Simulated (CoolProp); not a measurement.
Saturated liquid density (kg/m³) of C3F8 (R218): the reference equation beside estimates from Tc = 71.9 °C, pc = 2.640 MPa, ω = 0.317. Rackett uses Z = 0.29056 − 0.08775 ω.

Values from CoolProp's reference Helmholtz-energy equation of state, Lemmon 2006. It is a short technical equation, of lower accuracy than the large ones.

```json
[
 {"T (°C)": "-93.85", "reference": "1819", "Rackett": "1947", "van der Waals": "1122", "Redlich-Kwong": "1664", "Soave-Redlich-Kwong": "…", "Peng-Robinson": "1929"},
 {"T (°C)": "-81.85", "reference": "1777", "Rackett": "1903", "van der Waals": "1099", "Redlich-Kwong": "1625", "Soave-Redlich-Kwong": "1681", "Peng-Robinson": "1893"},
 {"T (°C)": "-69.75", "reference": "1734", "Rackett": "1857", "van der Waals": "1074", "Redlich-Kwong": "1583", "Soave-Redlich-Kwong": "1644", "Peng-Robinson": "1854"},
 {"T (°C)": "-57.65", "reference": "1691", "Rackett": "…", "van der Waals": "1048", "Redlich-Kwong": "1539", "Soave-Redlich-Kwong": "…", "Peng-Robinson": "1811"},
 {"T (°C)": "-45.65", "reference": "1646", "Rackett": "…", "van der Waals": "1021", "Redlich-Kwong": "…", "Soave-Redlich-Kwong": "1561", "Peng-Robinson": "…"},
 {"T (°C)": "-33.55", "reference": "1599", "Rackett": "1707", "van der Waals": "992.5", "Redlich-Kwong": "1440", "Soave-Redlich-Kwong": "1514", "Peng-Robinson": "1713"},
 {"T (°C)": "-21.45", "reference": "1550", "Rackett": "1653", "van der Waals": "961.6", "Redlich-Kwong": "1385", "Soave-Redlich-Kwong": "1461", "Peng-Robinson": "1656"},
 {"T (°C)": "-9.45", "reference": "1498", "Rackett": "1595", "van der Waals": "928.6", "Redlich-Kwong": "1326", "Soave-Redlich-Kwong": "1404", "Peng-Robinson": "1592"}
]
```

Problem. Fill in the missing entries.

Solution. 
- -93.85, Soave-Redlich-Kwong: 1714
- -57.65, Rackett: 1809
- -57.65, Soave-Redlich-Kwong: 1604
- -45.65, Rackett: 1760
- -45.65, Redlich-Kwong: 1491
- -45.65, Peng-Robinson: 1765

Absolute difference from the reference over all 8 rows, mean and median: Rackett 6.9 and 7.0 %, van der Waals 38.1 and 38.0 %, Redlich-Kwong 9.5 and 9.2 %, Soave-Redlich-Kwong 5.5 and 5.4 %, Peng-Robinson 6.8 and 6.9 %.
